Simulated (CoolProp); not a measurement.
Saturated liquid density (kg/m³) of octamethylcyclotetrasiloxane (D4): the reference equation beside estimates from Tc = 586.5 K, pc = 1347 kPa, ω = 0.598.

The numbers come from the reference Helmholtz-energy equation of state, Thol 2015 in CoolProp.

```tsv
T (K)	reference	van der Waals	Redlich-Kwong	Soave-Redlich-Kwong	Peng-Robinson
312	934.9	527.4	781.5	829.1	931.3
315.5	930.9	525.6	778.3	826.7	928.7
319.1	926.7	?	775.1	824.1	925.9
322.7	922.6	521.7	771.8	821.5	923.2
326.2	918.5	519.7	768.5	818.9	?
329.8	914.4	517.8	765.1	816.2	917.6
333.4	910.2	?	761.7	813.4	914.7
336.9	906.1	513.8	758.4	810.7	911.8
340.5	901.9	511.7	754.9	807.9	908.8
344.1	897.7	509.7	751.4	805.0	905.7
```

**Question.** Some entries are withheld; supply them.

**Answer.** 
- 319.1, van der Waals: 523.6
- 326.2, Peng-Robinson: 920.4
- 333.4, van der Waals: 515.7

Absolute difference from the reference over all 10 rows, mean and median: van der Waals 43.4 and 43.4 %, Redlich-Kwong 16.3 and 16.3 %, Soave-Redlich-Kwong 10.8 and 10.8 %, Peng-Robinson 0.4 and 0.4 %.
